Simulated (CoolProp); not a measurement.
Tetrahydrofuran at several states: Z from the reference equation and from simpler models built on Tc = 540.2 K, pc = 53.04 bar, ω = 0.234; each cubic takes its own stable root.

Model: reference Helmholtz-energy equation of state, Fiedler 2023, in CoolProp.

| T (K) | p (bar) | phase | reference | van der Waals | Soave-Redlich-Kwong | Peng-Robinson |
|---|---|---|---|---|---|---|
| 182.2 | 0.309 | liquid | 0.001463 | 0.002433 | 0.001623 | 0.001449 |
| 335.7 | 0.566 | gas | 0.9840 | 0.9904 | 0.9849 | 0.9844 |
| 304.4 | 0.442 | liquid | 0.001439 | 0.9907 | 0.001548 | 0.001373 |
| 345.2 | 0.164 | gas | 0.9958 | 0.9974 | 0.9960 | 0.9958 |

At some of these states van der Waals gives the other phase, because its saturation line lies elsewhere.
